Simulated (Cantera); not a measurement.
Feed: 1 mol Pb, 2.7 mol CO, a varied amount of H2, held at 775 K and 100 Torr.

Method: chemical equilibrium by Gibbs-energy minimisation in Cantera with the NASA 1993 tables (ideal gas, pure condensed phases). Candidate condensed phases: C, C6H6, C7H8, C8H18, H2O, Pb, PbO, PbO2, Pb3O4; 113 gas species. The numbers say what is thermodynamically allowed, not how fast it happens.

x: gas mole fraction; n: condensed amount in mol.

```json
[
 {"n(H2) (mol)": "0.21", "x CO2": "0.719", "x H2": "0.0655", "x H2O": "0.0606", "x CO": "0.154", "x CH4": "0.00117", "x Pb": "1.87e-7", "x C2H6": "2.96e-10", "n C(graphite)": "1.27", "n Pb(l)": "1.00"},
 {"n(H2) (mol)": "0.26", "x CO2": "0.695", "x H2": "0.0795", "x H2O": "0.0724", "x CO": "0.151", "x CH4": "0.00173", "x Pb": "1.87e-7", "x C2H6": "5.29e-10", "n C(graphite)": "1.28", "n Pb(l)": "1.00"},
 {"n(H2) (mol)": "0.32", "x CO2": "0.668", "x H2": "0.0957", "x H2O": "0.0854", "x CO": "0.148", "x CH4": "0.00250", "x Pb": "1.87e-7", "x C2H6": "9.22e-10", "n C(graphite)": "1.29", "n Pb(l)": "1.00"},
 {"n(H2) (mol)": "0.39", "x CO2": "0.639", "x H2": "0.114", "x H2O": "0.0991", "x CO": "0.145", "x CH4": "0.00352", "x Pb": "1.87e-7", "x C2H6": "1.54e-9", "n C(graphite)": "1.30", "n Pb(l)": "1.00"},
 {"n(H2) (mol)": "0.47", "x CO2": "0.608", "x H2": "0.133", "x H2O": "0.113", "x CO": "0.141", "x CH4": "0.00482", "x Pb": "1.87e-7", "x C2H6": "2.48e-9", "n C(graphite)": "1.32", "n Pb(l)": "1.00"},
 {"n(H2) (mol)": "0.58", "x CO2": "0.568", "x H2": "0.158", "x H2O": "0.130", "x CO": "0.137", "x CH4": "0.00680", "x Pb": "1.87e-7", "x C2H6": "4.14e-9", "n C(graphite)": "1.33", "n Pb(l)": "1.00"},
 {"n(H2) (mol)": "0.72", "x CO2": "0.524", "x H2": "0.187", "x H2O": "0.148", "x CO": "0.131", "x CH4": "0.00954", "x Pb": "1.87e-7", "x C2H6": "6.89e-9", "n C(graphite)": "1.35", "n Pb(l)": "1.00"},
 {"n(H2) (mol)": "0.88", "x CO2": "…", "x H2": "…", "x H2O": "…", "x CO": "0.126", "x CH4": "…", "x Pb": "1.87e-7", "x C2H6": "…", "n C(graphite)": "1.36", "n Pb(l)": "1.00"},
 {"n(H2) (mol)": "1.1", "x CO2": "…", "x H2": "…", "x H2O": "0.182", "x CO": "0.119", "x CH4": "…", "x Pb": "1.87e-7", "x C2H6": "…", "n C(graphite)": "1.38", "n Pb(l)": "1.00"},
 {"n(H2) (mol)": "1.3", "x CO2": "0.388", "x H2": "0.284", "x H2O": "0.193", "x CO": "0.113", "x CH4": "0.0220", "x Pb": "1.87e-7", "x C2H6": "2.41e-8", "n C(graphite)": "1.40", "n Pb(l)": "1.00"},
 {"n(H2) (mol)": "1.6", "x CO2": "0.338", "x H2": "0.323", "x H2O": "0.205", "x CO": "0.105", "x CH4": "0.0284", "x Pb": "1.87e-7", "x C2H6": "3.54e-8", "n C(graphite)": "1.41", "n Pb(l)": "1.000"},
 {"n(H2) (mol)": "2", "x CO2": "0.286", "x H2": "0.367", "x H2O": "0.214", "x CO": "0.0970", "x CH4": "0.0366", "x Pb": "1.87e-7", "x C2H6": "5.18e-8", "n C(graphite)": "1.42", "n Pb(l)": "1.000"},
 {"n(H2) (mol)": "2.4", "x CO2": "0.245", "x H2": "0.403", "x H2O": "0.218", "x CO": "0.0898", "x CH4": "0.0443", "x Pb": "1.87e-7", "x C2H6": "6.88e-8", "n C(graphite)": "1.42", "n Pb(l)": "1.000"}
]
```

Fill in the missing entries.


- 0.88, x CO2: 0.480
- 0.88, x H2: 0.217
- 0.88, x H2O: 0.164
- 0.88, x CH4: 0.0129
- 0.88, x C2H6: 1.08e-8
- 1.1, x CO2: 0.428
- 1.1, x H2: 0.254
- 1.1, x CH4: 0.0176
- 1.1, x C2H6: 1.73e-8
